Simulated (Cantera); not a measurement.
Cantera run:

```python
import numpy as np
import cantera as ct

gas_names = """
    H HNO HNO2 HNO3 HO2 H2 H2O H2O2 N NH NH2 NH3 NH2OH NO NO2 NO3 N2 N2H2 N2H4 N2O O OH O2 O3 Si SiH
    SiH2 SiH3 SiH4 SiN SiO SiO2 Si2 Si2N Si3
""".split()
cond_names = """
    H2O(s) H2O(L) Si(cr) Si(L) SiO2(Lqz) SiO2(hqz) SiO2(L) Si2N2O(s) Si3N4(a)
""".split()


# ... load() reads the species with a 1 bar reference pressure and builds the phases ...
atoms = {
    'Si': {'Si': 1},
    'N2O': {'N': 2, 'O': 1},
    'H2': {'H': 2},
}
top_T = {'Si2N2O(s)': 2100, 'Si3N4(a)': 2400}  # K; cautious upper limits of use, not melting points


# ... equilibrate(T, P, feed) seeds the gas with the atoms and calls Mixture.equilibrate('TP', solver="vcs", rtol=1e-11, max_steps=5000) ...
results = []
feed = {'Si': 1, 'N2O': 0.036, 'H2': 69}  # mol
P = 1333.22  # Pa
for T in [1250, 1300, 1350, 1400, 1450, 1500, 1550, 1600, 1650, 1700, 1750, 1800, 1850]:
    mix = equilibrate(T, P, feed)
    results.append((T, P, feed, dict(zip(mix.species_names, mix.species_moles))))
    x = sorted(zip(gas.X, gas.species_names), reverse=True)
    print(f"T = {T:g} K  P = {P:g} Pa  gas = {mix.phase_moles(0):.4g} mol")
    print("   x: " + "  ".join(f"{s} {v:.3e}" for v, s in x if v > 1e-06))
    print("   condensed (mol): " + ("  ".join(f"{mix.phase(i).name} {mix.phase_moles(i):.4g}"
          for i in range(1, mix.n_phases) if mix.phase_moles(i) > 1e-12) or "none"))
```

It prints:

```
T = 1250 K  P = 1333.22 Pa  gas = 69 mol
   x: H2 1.000e+00  H 4.186e-06
   condensed (mol): Si(cr) 0.928  Si2N2O(s) 0.03596
T = 1300 K  P = 1333.22 Pa  gas = 69 mol
   x: H2 1.000e+00  H 9.581e-06  N2 2.951e-06  SiO 2.951e-06
   condensed (mol): Si(cr) 0.9282  Si2N2O(s) 0.0358
T = 1350 K  P = 1333.22 Pa  gas = 69 mol
   x: H2 1.000e+00  H 2.064e-05  N2 1.218e-05  SiO 1.218e-05
   condensed (mol): Si(cr) 0.9288  Si2N2O(s) 0.03516
T = 1400 K  P = 1333.22 Pa  gas = 69.01 mol
   x: H2 9.999e-01  N2 4.535e-05  SiO 4.535e-05  H 4.212e-05
   condensed (mol): Si(cr) 0.9311  Si2N2O(s) 0.03287
T = 1450 K  P = 1333.22 Pa  gas = 69.02 mol
   x: H2 9.996e-01  N2 1.539e-04  SiO 1.539e-04  H 8.189e-05
   condensed (mol): Si(cr) 0.9385  Si2N2O(s) 0.02538
T = 1500 K  P = 1333.22 Pa  gas = 69.07 mol
   x: H2 9.989e-01  N2 4.805e-04  SiO 4.804e-04  H 1.524e-04  SiH2 1.496e-06
   condensed (mol): Si(cr) 0.961  Si2N2O(s) 0.002813
T = 1550 K  P = 1333.22 Pa  gas = 69.08 mol
   x: H2 9.987e-01  N2 5.211e-04  SiO 5.211e-04  H 2.726e-04  SiH2 2.789e-06  Si 2.492e-06
   condensed (mol): Si(cr) 0.9636
T = 1600 K  P = 1333.22 Pa  gas = 69.09 mol
   x: H2 9.985e-01  SiO 5.210e-04  N2 5.210e-04  H 4.705e-04  Si 7.314e-06  SiH2 4.998e-06  SiH 1.839e-06
   condensed (mol): Si(cr) 0.963
T = 1650 K  P = 1333.22 Pa  gas = 69.1 mol
   x: H2 9.981e-01  H 7.860e-04  SiO 5.210e-04  N2 5.209e-04  Si 2.009e-05  SiH2 8.641e-06  SiH 4.234e-06
   condensed (mol): Si(cr) 0.9617
T = 1700 K  P = 1333.22 Pa  gas = 69.12 mol
   x: H2 9.976e-01  H 1.275e-03  SiO 5.208e-04  N2 5.207e-04  Si 5.090e-05  SiH2 1.416e-05  SiH 9.083e-06
   condensed (mol): Si(L) 0.9588
T = 1750 K  P = 1333.22 Pa  gas = 69.15 mol
   x: H2 9.968e-01  H 2.011e-03  SiO 5.206e-04  N2 5.204e-04  Si 1.126e-04  SiH2 2.077e-05  SiH 1.717e-05
   condensed (mol): Si(L) 0.9534
T = 1800 K  P = 1333.22 Pa  gas = 69.2 mol
   x: H2 9.956e-01  H 3.094e-03  SiO 5.202e-04  N2 5.199e-04  Si 2.382e-04  SiH 3.131e-05  SiH2 2.980e-05  Si2 1.439e-06
   condensed (mol): Si(L) 0.9429
T = 1850 K  P = 1333.22 Pa  gas = 69.27 mol
   x: H2 9.937e-01  H 4.651e-03  SiO 5.197e-04  N2 5.191e-04  Si 4.837e-04  SiH 5.520e-05  SiH2 4.190e-05  Si2 3.384e-06
   condensed (mol): Si(L) 0.923
```

Equilibrium computed with Cantera from the NASA thermochemical tables; the gas is ideal and each condensed phase is pure. Mutual solubility and eutectic melting of coexisting phases are not modelled. Gases not in the tables: Si2H6 and higher silanes.
